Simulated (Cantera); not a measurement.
HF + H₂O + N₂ + O₂ (abatement and gas-phase synthesis)

Input: 1 mol HF, 0.97 mol H₂O, 0.66 mol N₂, 0.16 mol O₂, held at 1427 °C and 0.100 bar.

These are equilibrium values from Cantera (NASA tables, ideal gas, pure condensed phases), not measurements of a reactor. Candidate condensed phases: H₂O; 40 gas species. Equilibrium is a limit: real reactors are often held back by kinetics, nucleation or transport.

```
Quantity       Result
----------  ---------
x(HF)           0.358
x(H₂O)          0.347
x(N₂)           0.236
x(O₂)          0.0567
x(OH)        0.000868
x(NO)        0.000825
x(H₂)         9.26e-5
x(O)          3.37e-5
x(H)          4.48e-6
gas amount  2.791 mol
```
